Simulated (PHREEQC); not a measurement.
0.019 g of hydrous ferric oxide (600 m²/g; 0.2 weak and 0.005 strong sites per Fe, Dzombak-Morel constants, diffuse double layer) in 1 kg of water with 0.05 mol/kgw of an inert sodium salt and 0.00013 mmol/kgw MnCl2, at 25 °C; the pH is set by adding NaOH or the inert anion's acid. The system is closed to oxygen. The system is closed to CO2. Nothing may precipitate in this run.

All values are PHREEQC results (ion-association model, wateq4f.dat), not measurements.

| pH | Mn sorbed (%) | surface charge σ (C/m²) | surface potential ψ (mV) |
|---|---|---|---|
| 3 | 0.0 | 0.357 | 169 |
| 3.5 | 0.0 | 0.335 | 166 |
| 4.5 | 0.0 | 0.238 | 149 |
| 5 | 0.0 | 0.181 | 135 |
| 5.5 | 0.0 | [?] | 118 |
| 6.5 | 2.2 | 0.058 | 78 |
| 7 | [?] | 0.034 | 56 |
| 7.5 | [?] | 0.017 | 31 |
| 8.5 | 99.0 | -0.010 | -20 |
| 9 | 99.9 | -0.026 | -45 |

Q: What belongs in the gaps?

A: 
- 5.5, surface charge σ (C/m²): 0.130
- 7, Mn sorbed (%): 15.3
- 7.5, Mn sorbed (%): 58.6

Complexes and solids missing from the database can't appear. The oxide is taken as insoluble; below pH 4 it would dissolve.
